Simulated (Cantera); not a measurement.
Cantera run, input and output.

```python
import numpy as np
import cantera as ct

gas = ct.Solution("gri30.yaml")
gas.TPX = 448, 1000000, {'CH4': 1, 'O2': 3.77, 'N2': 14.2}
inlet = ct.Reservoir(gas, clone=True)
gas.equilibrate("HP")  # start burning
reactor = ct.IdealGasConstPressureReactor(gas, energy="on", clone=False)
exhaust = ct.Reservoir(gas, clone=True)
tau = [0.062, 0.025, 0.01, 0.0042, 0.0017, 0.0007, 0.00028, 0.00012, 4.7e-05, 1.9e-05, 7.8e-06, 3.2e-06][0]
for a, b in ((inlet, reactor), (reactor, exhaust)):
    ct.MassFlowController(a, b, mdot=lambda t: reactor.mass / tau)
net = ct.ReactorNet([reactor])
show = ['CH4', 'O2', 'C2H6', 'CO2', 'NO', 'CH2O', 'CH3']

rows = []
print(f"{'tau/s':>10s}{'T/K':>9s}" + "".join(f"{s:>11s}" for s in show))
for tau in [0.062, 0.025, 0.01, 0.0042, 0.0017, 0.0007, 0.00028, 0.00012, 4.7e-05, 1.9e-05, 7.8e-06, 3.2e-06]:
    net.initial_time = 0.0
    net.advance(30 * tau)
    before = gas.X
    net.advance(40 * tau)
    drift = np.max(np.abs(gas.X - before) / (gas.X + 1e-9))
    rows.append([gas.T, *gas[show].X, drift])
    print(f"{tau:10.3e}{gas.T:9.1f}" + "".join(f"{x:11.3e}" for x in gas[show].X))
```

It prints:

```
     tau/s      T/K        CH4         O2       C2H6        CO2         NO       CH2O        CH3
 6.200e-02   1654.1  1.347e-05  9.335e-02  4.020e-09  5.255e-02  1.841e-06  1.269e-06  1.969e-06
 2.500e-02   1652.4  2.708e-05  9.344e-02  1.438e-08  5.238e-02  1.580e-06  2.610e-06  4.048e-06
 1.000e-02   1649.0  5.503e-05  9.364e-02  5.028e-08  5.202e-02  1.450e-06  5.459e-06  8.215e-06
 4.200e-03   1642.2  1.117e-04  9.407e-02  1.699e-07  5.127e-02  1.299e-06  1.144e-05  1.602e-05
 1.700e-03   1624.9  2.639e-04  9.523e-02  7.381e-07  4.933e-02  9.609e-07  2.814e-05  3.323e-05
 7.000e-04    448.0  5.271e-02  1.987e-01 -8.861e-18 -1.258e-15 -2.195e-23 -6.537e-17 -3.148e-23
 2.800e-04    448.0  5.271e-02  1.987e-01  9.555e-22  1.357e-19  2.367e-27  7.049e-21  1.949e-23
 1.200e-04    448.0  5.271e-02  1.987e-01  6.035e-23  8.571e-21  1.495e-28  4.452e-22  9.053e-24
 4.700e-05    448.0  5.271e-02  1.987e-01  3.812e-24  5.414e-22  9.444e-30  2.812e-23  3.636e-24
 1.900e-05    448.0  5.271e-02  1.987e-01  2.408e-25  3.420e-23  5.965e-31  1.777e-24  1.468e-24
 7.800e-06    448.0  5.271e-02  1.987e-01  1.521e-26  2.160e-24  3.768e-32  1.122e-25  6.012e-25
 3.200e-06    448.0  5.271e-02  1.987e-01  9.608e-28  1.365e-25  2.380e-33  7.088e-27  2.466e-25
```

Model: GRI-Mech 3.0 (53 species, 325 reactions), integrated in Cantera.
